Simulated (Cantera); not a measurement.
# NH₃ + H₂O + N₂ (abatement and gas-phase synthesis)

Feed: 1 mol NH₃, 3.9 mol H₂O, 3.2 mol N₂, equilibrated at 4.13 Torr.

Equilibrium computed with Cantera from the NASA thermochemical tables; the gas is ideal and each condensed phase is pure. Candidate condensed phases: H₂O; 24 gas species. The numbers say what is thermodynamically allowed, not how fast it happens.

```tsv
T (°C)	x H₂O	x N₂	x H₂	x H	x OH
1377	0.428	0.406	0.165	0.000497	5.84e-5
1427	0.428	0.406	0.164	0.000806	0.000108
1477	0.428	0.406	0.164	0.00127	0.000194
1527	0.428	0.406	0.164	0.00195	0.000337
1577	0.427	0.406	0.163	0.00294	0.000567
1627	0.426	0.405	0.163	0.00432	0.000929
1677	0.425	0.405	0.162	0.00622	0.00148
1727	0.423	0.404	0.161	0.00880	0.00231
1777	0.421	0.403	0.160	0.0122	0.00352
1827	0.417	0.402	0.159	0.0167	0.00523
1877	0.411	0.399	0.158	0.0226	0.00760
1927	0.402	0.397	0.157	0.0301	0.0108
1977	0.390	0.393	0.156	0.0396	0.0149
2027	0.374	0.387	0.156	0.0516	0.0199
```
x: gas mole fraction; nothing condenses.

From 1377 °C to 2027 °C nothing is condensed.
